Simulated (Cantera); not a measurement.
An isothermal, constant-pressure homogeneous reactor starts with 10.5 % H₂, 31.9 % O₂, 57.5 % N₂, equivalence ratio 0.17, at 1025 K and 100000 Pa.

Model: the H2/O2 subset of GRI-Mech 3.0, which has no nitrogen chemistry, integrated in Cantera. The temperature is held fixed by assumption; the heat of reaction is taken as removed at once.

x: mole fraction; the columns are a selection and need not sum to one.

| t (s) | x H₂ | x O₂ | x O | x H₂O | x H |
|---|---|---|---|---|---|
| 5.00e-5 | 0.105 | 0.319 | 2.00e-8 | 1.26e-7 | 3.61e-8 |
| 0.000224 | 0.0337 | 0.293 | 0.000505 | 0.0751 | 0.000439 |
| 0.00100 | … | 0.289 | 5.03e-6 | 0.0902 | … |
| 0.00447 | … | 0.287 | 4.77e-6 | 0.0950 | … |
| 0.0200 | 0.00547 | 0.283 | 2.55e-6 | 0.105 | 4.65e-7 |
| 0.0894 | 0.000653 | 0.282 | 3.97e-7 | 0.111 | 1.97e-8 |
| 0.400 | 6.21e-5 | 0.282 | 1.41e-8 | 0.111 | 3.98e-10 |
| 1.79 | 6.05e-6 | 0.282 | 4.82e-10 | 0.111 | 1.22e-11 |
| 8.00 | 1.04e-8 | 0.282 | 4.67e-11 | 0.111 | <1e-12 |

Task: Fill in the missing entries.

Result: 
- 0.00100, x H₂: 0.0198
- 0.00100, x H: 2.20e-6
- 0.00447, x H₂: 0.0151
- 0.00447, x H: 1.81e-6
